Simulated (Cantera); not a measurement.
Charge: 1 mol BCl₃, 0.33 mol O₂, 3 mol N₂, 4.2 mol H₂, held at 1248.15 K and 36.0 Pa.

These are equilibrium values from Cantera (NASA tables, ideal gas, pure condensed phases), not measurements of a reactor. Candidate condensed phases: B, BN, B₂O₃, B₃O₃H₃, H₂O, NH₄Cl; 49 gas species. N₂ is the only nitrogen source here; it is nearly inert below about 1500 K, so the nitride shown seldom forms there in practice. Mutual solubility and eutectic melting of coexisting phases are not modelled. The tables' values for BOCl are old estimates; treat these amounts as uncertain. Kinetics and transport are ignored.

### Question
What is the equilibrium state?

### Answer
| Item | Result |
|---|---|
| x(HCl) | 0.356 |
| x(N₂) | 0.323 |
| x(H₂) | 0.320 |
| x(HBO₂) | 0.000987 |
| x(BOCl) | 0.000389 |
| x(HBO) | 0.000193 |
| x(H₂O) | 0.000136 |
| x(B₂O₃) | 0.000116 |
| x(H) | 1.40e-5 |
| n(BN(s)) | 0.562 mol |
| n(B₂O₃(l)) | 0.211 mol |
| gas amount | 8.427 mol |
| log10 activity of B(s) (absent) | -3.92 |
| log10 activity of B₃O₃H₃(s) (absent) | -15.88 |
